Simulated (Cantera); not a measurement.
A Cantera script and its output.

```python
import numpy as np
import cantera as ct

gas = ct.Solution("h2o2.yaml")
gas.TPX = 600, 34000, {'H2': 1, 'O2': 0.417, 'N2': 1.57}
flame = ct.FreeFlame(gas, width=0.085)
flame.set_refine_criteria(ratio=3, slope=0.08, curve=0.16)
flame.transport_model = "mixture-averaged"
flame.solve(loglevel=0, auto=True)
z, T = flame.grid, flame.T
thick = (T[-1] - T[0]) / np.gradient(T, z).max()
show = ['H2', 'O2', 'OH', 'HO2', 'H', 'H2O']
print(f"laminar burning velocity  {flame.velocity[0] * 100:.3f} cm/s")
print(f"burnt temperature         {T[-1]:.1f} K")
print(f"thermal thickness         {thick * 1e3:.4f} mm")
print(f"grid points               {len(z)}")
z0 = z[flame.heat_release_rate.argmax()]
print(f"{'z/mm':>9s}{'T/K':>9s}{'u/(m/s)':>9s}" + "".join(f"{s:>11s}" for s in show))
rows = []
for k in (-3, -2, -1.5, -1, -0.5, -0.25, 0, 0.25, 0.5, 1, 2, 4, 8):
    zz = z0 + k * thick
    rows.append([k * thick, np.interp(zz, z, T), np.interp(zz, z, flame.velocity),
                 *(np.interp(zz, z, flame.X[gas.species_index(s)]) for s in show)])
    print(f"{rows[-1][0] * 1e3:9.3f}{rows[-1][1]:9.1f}{rows[-1][2]:9.3f}" + "".join(f"{x:11.3e}" for x in rows[-1][3:]))
```

It prints:

```
laminar burning velocity  736.455 cm/s
burnt temperature         2494.0 K
thermal thickness         1.9062 mm
grid points               135
     z/mm      T/K  u/(m/s)         H2         O2         OH        HO2          H        H2O
   -5.718    600.0    7.365  3.348e-01  1.396e-01  5.763e-19  6.689e-14  3.035e-16  2.842e-15
   -3.812    600.0    7.365  3.348e-01  1.396e-01  8.363e-16  1.465e-11  6.197e-13  3.880e-13
   -2.859    600.0    7.365  3.348e-01  1.396e-01  1.410e-13  1.491e-09  1.228e-10  3.864e-11
   -1.906    600.0    7.365  3.348e-01  1.396e-01  1.123e-10  2.967e-07  7.191e-08  1.664e-08
   -0.953    607.0    7.441  3.334e-01  1.395e-01  2.839e-05  1.000e-04  2.085e-04  3.701e-04
   -0.477    747.0    9.036  3.099e-01  1.358e-01  4.636e-04  7.836e-05  7.761e-03  1.233e-02
    0.000   1169.5   13.694  1.788e-01  8.981e-02  3.509e-03  3.163e-05  6.234e-02  1.095e-01
    0.477   1469.3   16.972  7.798e-02  2.893e-02  9.134e-03  9.522e-06  9.452e-02  2.188e-01
    0.953   1597.3   18.307  6.975e-02  2.005e-02  1.171e-02  5.862e-06  8.785e-02  2.354e-01
    1.906   1741.0   19.756  7.246e-02  1.704e-02  1.414e-02  4.271e-06  7.356e-02  2.430e-01
    3.812   1899.1   21.296  7.456e-02  1.407e-02  1.613e-02  3.034e-06  5.822e-02  2.523e-01
    7.625   2060.2   22.814  7.483e-02  1.091e-02  1.710e-02  2.087e-06  4.366e-02  2.638e-01
   15.249   2212.7   24.204  7.336e-02  7.811e-03  1.661e-02  1.436e-06  3.104e-02  2.766e-01
```

Computed with Cantera and the H2/O2 subset of GRI-Mech 3.0, which has no nitrogen chemistry. Burning velocities carry a grid error of a few per cent, more on coarse grids.
